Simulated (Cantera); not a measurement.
Charge: 1 mol Cu, 4.5 mol NH3, 34 mol H2, held at 10.0 mbar.

Equilibrium computed with Cantera from the NASA thermochemical tables; the gas is ideal and each condensed phase is pure. Candidate condensed phases: Cu; 11 gas species. The numbers say what is thermodynamically allowed, not how fast it happens.

Question: Which condensed phases are stable at each of these points (T (°C)): 352, 502, 652, 802, 952, 1102, 1252, 1402, 1552, 1702?

Answer: 
```tsv
T (°C)	condensed phases	Cu condensed (%)
352	Cu(s)	100.0
502	Cu(s)	100.0
652	Cu(s)	100.0
802	Cu(s)	100.0
952	Cu(s)	100.0
1102	Cu(l)	99.6
1252	Cu(l)	94.6
1402	Cu(l)	50.2
1552	gas only	0.0
1702	gas only	0.0
```

From 352 °C to 952 °C the condensed part is Cu(s). From 1102 °C to 1402 °C the condensed part is Cu(l). From 1552 °C to 1702 °C nothing is condensed.
